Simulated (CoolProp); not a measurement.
Properties of CH2F2 (R32) along the isobar 0.0956 MPa (Tc = 351.3 K, pc = 5.783 MPa, ω = 0.277).

Model: reference Helmholtz-energy equation of state, Tillner-Roth 1997, in CoolProp.

```csv
T (K),phase,density (kg/m³),cp (kJ/(kg K)),Joule-Thomson coefficient (K/MPa),viscosity (µPa s)
316.4,gas,1.909,0.8685,20.88,14.2
327.2,gas,1.844,?,18.67,14.7
338,gas,1.783,0.8981,16.80,15.1
348.8,gas,1.726,?,15.19,15.6
359.5,gas,1.674,?,13.81,16.1
370.3,gas,1.624,0.9464,?,16.5
381.1,gas,1.577,0.9631,11.54,?
391.9,gas,1.533,?,10.60,17.4
402.7,gas,1.491,0.9968,9.771,17.9
413.4,gas,1.452,1.014,?,18.3
424.2,gas,1.415,1.030,8.379,18.8
435,gas,1.379,1.047,7.785,19.2
```

Q: Complete the blanks.

A: 
- 327.2, cp (kJ/(kg K)): 0.8829
- 348.8, cp (kJ/(kg K)): 0.9139
- 359.5, cp (kJ/(kg K)): 0.9299
- 370.3, Joule-Thomson coefficient (K/MPa): 12.60
- 381.1, viscosity (µPa s): 17.0
- 391.9, cp (kJ/(kg K)): 0.9799
- 413.4, Joule-Thomson coefficient (K/MPa): 9.040

Viscosity comes from a separate model (Bell 2016), an estimate that may be off by 10 % or more.
